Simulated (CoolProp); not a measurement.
Properties of R1132(E) along the isotherm 82.05 °C.

Computed with CoolProp (reference Helmholtz-energy equation of state, Akasaka 2024).

```tsv
p (bar)	phase	cp (kJ/(kg K))	cv (kJ/(kg K))
3.23	gas	1.057	0.9135
6.47	gas	1.080	0.9207
9.7	gas	1.106	0.9283
12.9	gas	1.134	0.9363
16.2	gas	1.168	0.9451
19.4	gas	1.206	0.9542
22.6	gas	1.249	0.9640
25.9	gas	1.303	0.9749
```
